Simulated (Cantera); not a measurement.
Charge: 1 mol Ti(OiPr)4, 1.1 mol C3H8, equilibrated at 0.00930 bar.

Cantera equilibrium calculation (NASA polynomials, part measured and part estimated; ideal gas, pure solids and liquids). Candidate condensed phases: C, C6H6, C7H8, C8H18, H2O, Ti, TiC, TiO, TiO2, Ti2O3, Ti3O5, Ti4O7; 113 gas species. The feed counts by its element totals alone. Mutual solubility and eutectic melting of coexisting phases are not modelled. TiC: taken at fixed stoichiometry. Rates play no part.

Q: Which condensed phases are stable at each of these points (T (°C)): 925, 1025, 1125, 1225, 1325, 1425, 1525?

A: 
```tsv
T (°C)	condensed phases	Ti condensed (%)
925	C(graphite) + TiC(s) + Ti3O5(s)	100.0
1025	C(graphite) + TiC(s)	100.0
1125	C(graphite) + TiC(s)	100.0
1225	C(graphite) + TiC(s)	100.0
1325	C(graphite) + TiC(s)	100.0
1425	C(graphite) + TiC(s)	100.0
1525	C(graphite) + TiC(s)	100.0
```

At 925 °C the condensed part is C(graphite) + TiC(s) + Ti3O5(s). From 1025 °C to 1525 °C the condensed part is C(graphite) + TiC(s).
